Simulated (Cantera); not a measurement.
# Equilibrium for carbothermic reduction: Fe₃O₄ + CH₄ + CO

Charge: 1 mol Fe₃O₄, a varied amount of CH₄, 0.32 mol CO, equilibrated at 948 K and 0.100 bar.

Cantera equilibrium calculation (NASA polynomials, part measured and part estimated; ideal gas, pure solids and liquids). Candidate condensed phases: C, C₆H₆, C₇H₈, C₈H₁₈, Fe, Fe(CO)₅, FeO, Fe(OH)₂, Fe(OH)₃, Fe₂O₃, Fe₃O₄, H₂O; 114 gas species. The tables' stoichiometric FeO is somewhat more stable than real wüstite, so its field is too wide. FeO: taken at fixed stoichiometry. Condensed phases not in the tables: cementite and carbon dissolved in iron. The numbers say what is thermodynamically allowed, not how fast it happens.

From 0.72 mol CH₄ to 2.4 mol CH₄ the condensed part is Fe(α) + FeO(s). From 2.8 mol CH₄ to 3.6 mol CH₄ the condensed part is Fe(α). From 4 mol CH₄ to 5.2 mol CH₄ the condensed part is C(graphite) + Fe(α).

| n(CH₄) (mol) | x H₂ | x CO | x CO₂ | x H₂O | n Fe(α) | n FeO(s) | n C(graphite) |
|---|---|---|---|---|---|---|---|
| 0.72 | 0.502 | 0.327 | 0.0921 | 0.0781 | 0.139 | 2.86 | 0 |
| 1.1 | 0.525 | 0.306 | 0.0861 | 0.0818 | 0.703 | 2.30 | 0 |
| 1.5 | 0.538 | 0.294 | 0.0829 | 0.0837 | 1.30 | 1.70 | 0 |
| 2 | 0.547 | 0.286 | 0.0806 | 0.0852 | 2.04 | 0.960 | 0 |
| 2.4 | 0.552 | 0.282 | 0.0794 | 0.0859 | 2.63 | 0.366 | 0 |
| 2.8 | 0.569 | 0.291 | 0.0668 | 0.0723 | 3.00 | 0 | 0 |
| 3.2 | 0.600 | 0.313 | 0.0406 | 0.0430 | 3.00 | 0 | 0 |
| 3.6 | 0.622 | 0.330 | 0.0208 | 0.0217 | 3.00 | 0 | 0 |
| 4 | 0.644 | 0.312 | 0.0171 | 0.0195 | 3.00 | 0 | 0.348 |
| 4.4 | 0.665 | 0.294 | 0.0151 | 0.0189 | 3.00 | 0 | 0.733 |
| 4.8 | 0.683 | 0.277 | 0.0135 | 0.0183 | 3.00 | 0 | 1.12 |
| 5.2 | 0.699 | 0.263 | 0.0121 | 0.0178 | 3.00 | 0 | 1.50 |
x: gas mole fraction; n: condensed amount in mol.
